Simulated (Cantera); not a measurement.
Input (Python, Cantera) and output of one run.

```python
import numpy as np
import cantera as ct

gas_names = """
    CL CL2 H HCL H2 Si SiCL SiCL2 SiCL3 SiCL4 SiH SiHCL3 SiH2 SiH2CL2 SiH3 SiH3CL SiH4 Si2 Si3
""".split()
cond_names = """
    Si(cr) Si(L)
""".split()


def load(file, names, dense=False):
    # The tables refer to 1 bar. Condensed volumes are neglected.
    table = {s.name: s for s in ct.Species.list_from_file(file)}
    out = []
    for n in names:
        d = dict(table[n].input_data)
        d["thermo"] = dict(d["thermo"], **{"reference-pressure": 1e5})
        if dense:
            d["equation-of-state"] = {"model": "constant-volume", "density": "1e6 g/cm^3"}
        out.append(ct.Species.from_dict(d))
    return out


gas = ct.Solution(thermo="ideal-gas", species=load("nasa_gas.yaml", gas_names))
cond = {s.name: ct.Solution(thermo="fixed-stoichiometry", species=[s], name=s.name)
        for s in load("nasa_condensed.yaml", cond_names, dense=True)}
atoms = {
    'Si': {'Si': 1},
    'Cl2': {'CL': 2},
    'H2': {'H': 2},
}
top_T = {}  # K; cautious upper limits of use, not melting points


def equilibrate(T, P, feed):
    n = {}
    for name, mol in feed.items():
        for a, k in atoms[name].items():
            n[a] = n.get(a, 0.0) + k * mol
    gas.TPX = T, P, n
    mass = sum(n.values()) * gas.mean_molecular_weight
    gas.equilibrate("TP")
    valid = [c for c in cond.values() if c.min_temp <= T <= top_T.get(c.name, c.max_temp)]
    mix = ct.Mixture([(gas, mass / gas.mean_molecular_weight)] + [(c, 0.0) for c in valid])
    mix.T, mix.P = T, P
    mix.equilibrate("TP", solver="vcs", rtol=1e-11, max_steps=5000)
    return mix


results = []
T = 1373  # K
P = 100000  # Pa
for m in [1.7, 2.9, 4, 5.2, 6.4, 7.6, 8.7, 9.9, 11, 12, 13]:
    feed = {'Si': 1, 'Cl2': 0.53, 'H2': m}  # mol
    mix = equilibrate(T, P, feed)
    results.append((T, P, feed, dict(zip(mix.species_names, mix.species_moles))))

top = {s: max(r[3][s] / sum(r[3][g] for g in gas_names) for r in results) for s in gas_names}
cols = sorted((s for s in top if top[s] > 0.001), key=lambda s: -top[s])[:6]
seen = [c for c in cond_names if any(r[3].get(c, 0) > 1e-12 for r in results)]
print("log10 of partial pressures in bar; condensed amounts in mol")
print(f"{'n(H2)':>10s}" + "".join(f"{s[:9]:>10s}" for s in cols + seen))
for T, P, feed, n in results:
    ng = sum(n[g] for g in gas_names)
    print(f"{feed['H2']:10.4g}" + "".join(f"{np.log10(max(n[s] / ng * P / 1e5, 1e-99)):10.3f}" for s in cols)
          + "".join(f"{n.get(c, 0):10.4g}" for c in seen))
```

Output:

```
log10 of partial pressures in bar; condensed amounts in mol
     n(H2)        H2       HCL     SiCL4     SiCL2    SiHCL3     SiCL3    Si(cr)
       1.7    -0.112    -1.045    -1.261    -1.519    -1.526    -1.722    0.7228
       2.9    -0.076    -1.101    -1.559    -1.668    -1.733    -1.946    0.7371
         4    -0.060    -1.144    -1.760    -1.769    -1.875    -2.097    0.7495
       5.2    -0.050    -1.183    -1.937    -1.857    -2.003    -2.230     0.762
       6.4    -0.043    -1.217    -2.087    -1.932    -2.112    -2.342    0.7736
       7.6    -0.038    -1.247    -2.218    -1.998    -2.208    -2.440    0.7844
       8.7    -0.034    -1.272    -2.326    -2.052    -2.287    -2.522    0.7935
       9.9    -0.031    -1.298    -2.434    -2.106    -2.367    -2.603    0.8028
        11    -0.029    -1.320    -2.526    -2.152    -2.434    -2.672    0.8108
        12    -0.027    -1.338    -2.605    -2.191    -2.492    -2.730    0.8176
        13    -0.026    -1.356    -2.679    -2.228    -2.547    -2.786     0.824
```

Equilibrium computed with Cantera from the NASA thermochemical tables; the gas is ideal and each condensed phase is pure. The tables' values for SiCl3 are old estimates; treat these amounts as uncertain.
